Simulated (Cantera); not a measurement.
Input (Python, Cantera):

```python
import numpy as np
import cantera as ct

gas = ct.Solution("gri30.yaml")
gas.TPX = 1700, 16, {'C2H6': 1, 'H2': 27, 'H2O': 0.29}
inlet = ct.Reservoir(gas, clone=True)

reactor = ct.IdealGasConstPressureReactor(gas, energy="off", clone=False)
exhaust = ct.Reservoir(gas, clone=True)
tau = [0.61, 0.2, 0.062, 0.02, 0.0063, 0.002, 0.00064, 0.0002][0]
for a, b in ((inlet, reactor), (reactor, exhaust)):
    ct.MassFlowController(a, b, mdot=lambda t: reactor.mass / tau)
net = ct.ReactorNet([reactor])
show = ['C2H6', 'H2', 'C2H', 'C2H2', 'CH4', 'CH3']

rows = []
print(f"{'tau/s':>10s}{'T/K':>9s}" + "".join(f"{s:>11s}" for s in show))
for tau in [0.61, 0.2, 0.062, 0.02, 0.0063, 0.002, 0.00064, 0.0002]:
    net.initial_time = 0.0
    net.advance(30 * tau)
    before = gas.X
    net.advance(40 * tau)
    drift = np.max(np.abs(gas.X - before) / (gas.X + 1e-9))
    rows.append([gas.T, *gas[show].X, drift])
    print(f"{tau:10.3e}{gas.T:9.1f}" + "".join(f"{x:11.3e}" for x in gas[show].X))
```

Output:

```
     tau/s      T/K       C2H6         H2        C2H       C2H2        CH4        CH3
 6.100e-01   1700.0  4.584e-04  9.299e-01  3.450e-07  1.161e-02  3.743e-02  4.299e-03
 2.000e-01   1700.0  1.287e-03  9.274e-01  2.513e-07  7.848e-03  4.002e-02  5.498e-03
 6.200e-02   1700.0  3.852e-03  9.279e-01  1.326e-07  4.171e-03  3.729e-02  6.827e-03
 2.000e-02   1700.0  1.075e-02  9.338e-01  3.413e-08  1.313e-03  2.600e-02  7.852e-03
 6.300e-03   1700.0  2.363e-02  9.448e-01  1.762e-09  1.227e-04  8.867e-03  6.212e-03
 2.000e-03   1700.0  3.220e-02  9.515e-01  9.289e-12  1.972e-06  1.465e-03  2.989e-03
 6.400e-04   1700.0  3.454e-02  9.536e-01  6.992e-15  8.383e-09  1.975e-04  1.246e-03
 2.000e-04   1700.0  3.511e-02  9.542e-01  3.416e-18  3.585e-11  2.167e-05  4.368e-04
```

Detailed kinetics in Cantera: GRI-Mech 3.0 (53 species, 325 reactions). GRI-Mech 3.0 stops at C3 and has no aromatics, soot or wall deposition, so with more carbon than oxygen in the feed, carbon stays in small species such as C2H2 where larger ones or solid carbon would form. Radical loss at walls, strong at low pressure, is not modelled.
